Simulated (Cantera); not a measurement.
An isothermal, constant-pressure homogeneous reactor starts with 0.990 % C2H6, 99.0 % N2, at 1150 K and 10.0 Pa.

Detailed kinetics in Cantera: GRI-Mech 3.0 (53 species, 325 reactions). GRI-Mech 3.0 stops at C3 and has no aromatics, soot or wall deposition, so with more carbon than oxygen in the feed, carbon stays in small species such as C2H2 where larger ones or solid carbon would form. Radical loss at walls, strong at low pressure, is not modelled.

x: mole fraction; the columns are a selection and need not sum to one.

| t (s) | x C2H6 | x CH2 | x C2H | x C2H4 | x CH4 | x CH3 |
|---|---|---|---|---|---|---|
| 0.000500 | 0.00990 | <1e-12 | <1e-12 | <1e-12 | <1e-12 | 7.14e-9 |
| 0.00161 | 0.00990 | <1e-12 | <1e-12 | <1e-12 | 2.58e-12 | 2.30e-8 |
| 0.00519 | 0.00990 | <1e-12 | <1e-12 | <1e-12 | 2.68e-11 | ___ |
| 0.0167 | 0.00990 | <1e-12 | <1e-12 | 1.99e-11 | 2.77e-10 | 2.38e-7 |
| 0.0538 | 0.00990 | <1e-12 | <1e-12 | 5.98e-10 | 2.86e-9 | 7.65e-7 |
| 0.173 | 0.00990 | 2.12e-12 | <1e-12 | ___ | ___ | ___ |
| 0.558 | 0.00990 | 6.01e-11 | <1e-12 | 5.34e-7 | 3.01e-7 | 7.66e-6 |
| 1.80 | 0.00987 | 1.31e-9 | <1e-12 | 1.59e-5 | 2.96e-6 | 2.29e-5 |
| 5.79 | 0.00958 | 1.22e-8 | <1e-12 | 0.000260 | 2.92e-5 | 7.10e-5 |
| 18.6 | 0.00767 | 5.02e-8 | 1.52e-11 | 0.00191 | 0.000311 | 0.000199 |
| 60.0 | 0.00154 | 7.64e-8 | 2.60e-10 | 0.00606 | 0.00209 | 0.000190 |

Task: Some entries are withheld; supply them.

Result: 
- 0.00519, x CH3: 7.40e-8
- 0.173, x C2H4: 1.76e-8
- 0.173, x CH4: 2.96e-8
- 0.173, x CH3: 2.44e-6
